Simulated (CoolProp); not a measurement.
A simple Rankine cycle with ammonia: condensing at 326.15 K, boiler at 8.44 MPa, turbine inlet 391 K, turbine efficiency 0.7, pump efficiency 0.8, no recuperator. Each further row changes one setting.

Values from CoolProp's reference Helmholtz-energy equation of state, Gao 2020.

```json
[
 {"case": "as stated", "thermal efficiency (%)": "8.9", "net work (kJ/kg)": "82.5", "heat in (kJ/kg)": "931", "turbine exit temperature (K)": "326.2", "volume ratio over the turbine": "3.99"},
 {"case": "turbine inlet 411 K", "thermal efficiency (%)": "9.4", "net work (kJ/kg)": "101", "heat in (kJ/kg)": "1080", "turbine exit temperature (K)": "326.2", "volume ratio over the turbine": "3.47"},
 {"case": "condensing temperature 318.15 K", "thermal efficiency (%)": "10.0", "net work (kJ/kg)": "96.7", "heat in (kJ/kg)": "971", "turbine exit temperature (K)": "318.1", "volume ratio over the turbine": "4.90"},
 {"case": "boiler pressure 5.91 MPa", "thermal efficiency (%)": "7.4", "net work (kJ/kg)": "80.8", "heat in (kJ/kg)": "1100", "turbine exit temperature (K)": "326.2", "volume ratio over the turbine": "2.43"},
 {"case": "turbine efficiency 0.6", "thermal efficiency (%)": "7.4", "net work (kJ/kg)": "68.8", "heat in (kJ/kg)": "931", "turbine exit temperature (K)": "326.2", "volume ratio over the turbine": "4.06"}
]
```

The expansion ends wet for: as stated; turbine inlet 411 K; condensing temperature 318.15 K; boiler pressure 5.91 MPa; turbine efficiency 0.6.
